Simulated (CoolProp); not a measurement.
Vapour-liquid equilibrium of ethane (1) + C2F6 (R116) (2) at 1.49 MPa; x and y are mole fractions of (1).

Computed with CoolProp (multi-fluid Helmholtz-energy mixture model, Bücker 2006 and Lemmon 2006; pair parameters Bell 2016).

| x | bubble temperature, mixture model (°C) | bubble temperature, Raoult's law (°C) | y, mixture model | y, Raoult's law |
|---|---|---|---|---|
| 0.05 | ___ | -8.4 | 0.095 | 0.065 |
| 0.15 | ___ | -9.6 | 0.261 | 0.189 |
| 0.25 | -19.4 | -10.7 | 0.389 | 0.307 |
| 0.35 | -22.1 | -11.7 | 0.484 | 0.417 |
| 0.45 | -23.7 | -12.8 | 0.554 | 0.522 |
| 0.55 | -24.6 | -13.8 | 0.609 | 0.620 |
| 0.65 | ___ | -14.9 | 0.658 | 0.713 |
| 0.75 | -24.8 | -15.9 | 0.711 | 0.801 |
| 0.85 | -23.8 | -16.9 | 0.782 | 0.884 |
| 0.95 | -21.0 | -17.8 | 0.903 | 0.962 |

Problem. Some entries are withheld; supply them.

Solution. 
- 0.05, bubble temperature, mixture model (°C): -10.6
- 0.15, bubble temperature, mixture model (°C): -15.6
- 0.65, bubble temperature, mixture model (°C): -25.0

The largest gap from Raoult's law is -10.9 K in bubble temperature, at x = 0.45. y crosses x between x = 0.65 and 0.75: the model has an azeotrope there.

The pair parameters rest on a limited set of measurements; away from them the model extrapolates.
